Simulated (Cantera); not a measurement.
Input: 1 mol CO2, 0.093 mol SO2, 0.59 mol H2.

Points: T (K) = 598, 698, 798, 898, 998, 1098, 1198, 1298, 1398, 1498, 1598, 1698; P (Pa) = 10, 44, 200, 880, 3900, 17000, 77000, 340000, 1.5e+06, 6.8e+06, 3e+07.

Cantera's Mixture.equilibrate('TP', solver="vcs", rtol=1e-11, max_steps=5000) on the NASA tables stopped like this:

```
ERROR: FAILURE its = 5001!

*******************************************************************************
CanteraError thrown by MultiPhase::equilibrate:
VCS solver failed. Return code: -1
*******************************************************************************
```

Problem. What got this run through?

Solution. This is not unique; one that fits is The failure is numerical, not chemical. The same input converged with solver="gibbs", rtol=1e-10, max_steps=50000, and the result passed a check of the equilibrium conditions:
```
    598         10  gas only
    698         10  gas only
    798         10  gas only
    898         10  gas only
    998         10  gas only
   1098         10  gas only
   1198         10  gas only
   1298         10  gas only
   1398         10  gas only
   1498         10  gas only
   1598         10  gas only
   1698         10  gas only
    598         44  gas only
    698         44  gas only
    798         44  gas only
    898         44  gas only
    998         44  gas only
   1098         44  gas only
   1198         44  gas only
   1298         44  gas only
   1398         44  gas only
   1498         44  gas only
   1598         44  gas only
   1698         44  gas only
    598        200  C(gr)
    698        200  gas only
    798        200  gas only
    898        200  gas only
    998        200  gas only
   1098        200  gas only
   1198        200  gas only
   1298        200  gas only
   1398        200  gas only
   1498        200  gas only
   1598        200  gas only
   1698        200  gas only
    598        880  C(gr)
    698        880  gas only
    798        880  gas only
    898        880  gas only
    998        880  gas only
   1098        880  gas only
   1198        880  gas only
   1298        880  gas only
   1398        880  gas only
   1498        880  gas only
   1598        880  gas only
   1698        880  gas only
    598       3900  C(gr)
    698       3900  gas only
    798       3900  gas only
    898       3900  gas only
    998       3900  gas only
   1098       3900  gas only
   1198       3900  gas only
   1298       3900  gas only
   1398       3900  gas only
   1498       3900  gas only
   1598       3900  gas only
   1698       3900  gas only
    598    1.7e+04  C(gr)
    698    1.7e+04  C(gr)
    798    1.7e+04  gas only
    898    1.7e+04  gas only
    998    1.7e+04  gas only
   1098    1.7e+04  gas only
   1198    1.7e+04  gas only
   1298    1.7e+04  gas only
   1398    1.7e+04  gas only
   1498    1.7e+04  gas only
   1598    1.7e+04  gas only
   1698    1.7e+04  gas only
    598    7.7e+04  C(gr)
    698    7.7e+04  C(gr)
    798    7.7e+04  gas only
    898    7.7e+04  gas only
    998    7.7e+04  gas only
   1098    7.7e+04  gas only
   1198    7.7e+04  gas only
   1298    7.7e+04  gas only
   1398    7.7e+04  gas only
   1498    7.7e+04  gas only
   1598    7.7e+04  gas only
   1698    7.7e+04  gas only
    598    3.4e+05  C(gr)
    698    3.4e+05  C(gr)
    798    3.4e+05  C(gr)
    898    3.4e+05  gas only
    998    3.4e+05  gas only
   1098    3.4e+05  gas only
   1198    3.4e+05  gas only
   1298    3.4e+05  gas only
   1398    3.4e+05  gas only
   1498    3.4e+05  gas only
   1598    3.4e+05  gas only
   1698    3.4e+05  gas only
    598    1.5e+06  C(gr)
    698    1.5e+06  C(gr)
    798    1.5e+06  C(gr)
    898    1.5e+06  gas only
    998    1.5e+06  gas only
   1098    1.5e+06  gas only
   1198    1.5e+06  gas only
   1298    1.5e+06  gas only
   1398    1.5e+06  gas only
   1498    1.5e+06  gas only
   1598    1.5e+06  gas only
   1698    1.5e+06  gas only
    598    6.8e+06  C(gr)
    698    6.8e+06  C(gr)
    798    6.8e+06  C(gr)
    898    6.8e+06  C(gr)
    998    6.8e+06  gas only
   1098    6.8e+06  gas only
   1198    6.8e+06  gas only
   1298    6.8e+06  gas only
   1398    6.8e+06  gas only
   1498    6.8e+06  gas only
   1598    6.8e+06  gas only
   1698    6.8e+06  gas only
    598      3e+07  C(gr) + H2O(L)
    698      3e+07  C(gr)
    798      3e+07  C(gr)
    898      3e+07  C(gr)
    998      3e+07  gas only
   1098      3e+07  gas only
   1198      3e+07  gas only
   1298      3e+07  gas only
   1398      3e+07  gas only
   1498      3e+07  gas only
   1598      3e+07  gas only
   1698      3e+07  gas only
```

The gas is ideal and each condensed phase is pure. The ideal-gas law is rough above about 30 bar.
